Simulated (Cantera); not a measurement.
A closed system holds: 1 mol MgSO4, 1.9 mol H2O, equilibrated at 1.00 bar.

Cantera equilibrium calculation (NASA polynomials, part measured and part estimated; ideal gas, pure solids and liquids). Candidate condensed phases: H2O, H2SO4, Mg, MgO, Mg(OH)2, MgS, MgSO4, S; 26 gas species. Mutual solubility and eutectic melting of coexisting phases are not modelled. Equilibrium is a limit: real reactors are often held back by kinetics, nucleation or transport.

log p: log10 of the partial pressure in bar; n: condensed amount in mol.

```json
[
 {"T (K)": "675", "log p H2O": "0.00", "log p SO2": "-10.04", "log p O2": "-10.12", "log p SO3": "<-12", "log p OH": "<-12", "log p H2": "-11.20", "n MgSO4(s)": "1.00", "n MgO(s)": "0"},
 {"T (K)": "825", "log p H2O": "0.00", "log p SO2": "[?]", "log p O2": "[?]", "log p SO3": "[?]", "log p OH": "[?]", "log p H2": "[?]", "n MgSO4(s)": "1.000", "n MgO(s)": "0"},
 {"T (K)": "975", "log p H2O": "0.00", "log p SO2": "[?]", "log p O2": "[?]", "log p SO3": "[?]", "log p OH": "[?]", "log p H2": "[?]", "n MgSO4(s)": "1.000", "n MgO(s)": "[?]"},
 {"T (K)": "1125", "log p H2O": "0.00", "log p SO2": "-2.15", "log p O2": "-2.46", "log p SO3": "-3.69", "log p OH": "-5.94", "log p H2": "-7.39", "n MgSO4(s)": "0.986", "n MgO(s)": "0.0138"},
 {"T (K)": "1275", "log p H2O": "-0.12", "log p SO2": "-0.81", "log p O2": "-1.11", "log p SO3": "-2.21", "log p OH": "-4.77", "log p H2": "-6.82", "n MgSO4(s)": "0.600", "n MgO(s)": "0.400"},
 {"T (K)": "1425", "log p H2O": "-0.25", "log p SO2": "-0.54", "log p O2": "-0.84", "log p SO3": "-2.21", "log p OH": "-4.07", "log p H2": "-6.01", "n MgSO4(s)": "0", "n MgO(s)": "1.00"},
 {"T (K)": "1575", "log p H2O": "-0.25", "log p SO2": "-0.54", "log p O2": "-0.84", "log p SO3": "-2.54", "log p OH": "-3.50", "log p H2": "-5.14", "n MgSO4(s)": "0", "n MgO(s)": "1.000"},
 {"T (K)": "1725", "log p H2O": "-0.25", "log p SO2": "-0.53", "log p O2": "-0.84", "log p SO3": "-2.81", "log p OH": "-3.03", "log p H2": "-4.42", "n MgSO4(s)": "0", "n MgO(s)": "1.000"},
 {"T (K)": "1875", "log p H2O": "-0.25", "log p SO2": "-0.53", "log p O2": "-0.84", "log p SO3": "-3.04", "log p OH": "-2.64", "log p H2": "-3.81", "n MgSO4(s)": "0", "n MgO(s)": "1.000"},
 {"T (K)": "2025", "log p H2O": "-0.26", "log p SO2": "-0.53", "log p O2": "-0.84", "log p SO3": "-3.23", "log p OH": "-2.30", "log p H2": "-3.30", "n MgSO4(s)": "0", "n MgO(s)": "1.000"}
]
```

Task: Fill in the missing entries.

Result: 
- 975, log p SO2: -3.93
- 975, log p O2: -4.24
- 975, log p SO3: -5.66
- 975, log p OH: -7.55
- 975, log p H2: -8.27
- 975, n MgO(s): 0.000225
- 825, log p SO2: -6.39
- 825, log p O2: -6.69
- 825, log p SO3: -8.39
- 825, log p OH: -9.74
- 825, log p H2: -9.45
